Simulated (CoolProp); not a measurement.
Vapour-liquid equilibrium of propane (1) + isopentane (2) at 2.73 bar; x and y are mole fractions of (1).

The numbers come from the multi-fluid Helmholtz-energy mixture model, Lemmon 2009 and Lemmon 2006; pair parameters Kunz 2012 in CoolProp.

```json
[
 {"x": "0.05", "bubble temperature (K)": "321.5", "y at the bubble point": "0.299", "dew temperature at overall composition x (K)": "331.4", "liquid density (mol/L)": "8.260"},
 {"x": "0.2", "bubble temperature (K)": "297.6", "y at the bubble point": "0.712", "dew temperature at overall composition x (K)": "325.6", "liquid density (mol/L)": "8.942"},
 {"x": "0.35", "bubble temperature (K)": "283.8", "y at the bubble point": "0.853", "dew temperature at overall composition x (K)": "319.2", "liquid density (mol/L)": "9.582"},
 {"x": "0.5", "bubble temperature (K)": "…", "y at the bubble point": "0.918", "dew temperature at overall composition x (K)": "311.6", "liquid density (mol/L)": "…"},
 {"x": "0.65", "bubble temperature (K)": "267.8", "y at the bubble point": "0.955", "dew temperature at overall composition x (K)": "302.2", "liquid density (mol/L)": "10.94"},
 {"x": "0.8", "bubble temperature (K)": "262.3", "y at the bubble point": "0.978", "dew temperature at overall composition x (K)": "289.7", "liquid density (mol/L)": "11.63"},
 {"x": "0.95", "bubble temperature (K)": "257.7", "y at the bubble point": "…", "dew temperature at overall composition x (K)": "268.7", "liquid density (mol/L)": "12.29"}
]
```

Fill in the missing entries.


- 0.5, bubble temperature (K): 274.6
- 0.5, liquid density (mol/L): 10.24
- 0.95, y at the bubble point: 0.995

No azeotrope shows between x = 0.05 and 0.95.

Pair parameters are fitted to limited data, so mixtures are less certain than the pure fluids.
